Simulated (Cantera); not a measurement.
A closed system holds: 1 mol (CH₃)₂SiCl₂, 0.78 mol HCl, a varied amount of H₂, equilibrated at 2023 K and 13300 Pa.

Method: chemical equilibrium by Gibbs-energy minimisation in Cantera with the NASA 1993 tables (ideal gas, pure condensed phases). Candidate condensed phases: C, C₆H₆, C₇H₈, C₈H₁₈, Si, SiC; 109 gas species. The feed counts by its element totals alone. Equilibrium is a limit: real reactors are often held back by kinetics, nucleation or transport.

Task: What share of the Si ends up in condensed phases as a function of n(H₂) (mol), at 11, 18, 28, 43, 68, 110, 160?

Result: 
| n(H₂) (mol) | Si condensed (%) | as |
|---|---|---|
| 11 | 92.4 | SiC(s) |
| 18 | 94.8 | SiC(s) |
| 28 | 96.4 | SiC(s) |
| 43 | 97.4 | SiC(s) |
| 68 | 98.1 | SiC(s) |
| 110 | 98.5 | SiC(s) |
| 160 | 98.6 | SiC(s) |
